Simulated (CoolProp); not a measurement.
Saturation properties of chlorine.

Model: reference Helmholtz-energy equation of state, Thol 2021, in CoolProp.

| T (°C) | p (MPa) | liquid density (kg/m³) | enthalpy of vaporisation (kJ/kg) |
|---|---|---|---|
| -5.75 | 0.3035 | 1484 | 269.9 |
| 7.05 | 0.4609 | 1447 | … |
| 19.75 | 0.6710 | 1409 | 252.0 |
| 32.55 | 0.9469 | 1369 | 241.8 |
| 45.25 | 1.295 | 1327 | 230.8 |
| 58.05 | 1.730 | 1283 | 218.6 |
| 70.75 | 2.256 | 1236 | … |
| 83.55 | … | 1184 | 190.0 |
| 96.25 | 3.635 | 1128 | 172.8 |
| 109.05 | 4.511 | 1062 | 152.4 |
| 121.75 | 5.517 | 982.9 | 127.5 |
| 134.55 | 6.686 | 872.1 | 92.22 |

Task: Fill in the missing entries.

Result: 
- 7.05, enthalpy of vaporisation (kJ/kg): 261.2
- 70.75, enthalpy of vaporisation (kJ/kg): 205.2
- 83.55, p (MPa): 2.891

It boils at -34.0 °C under 1 atm.
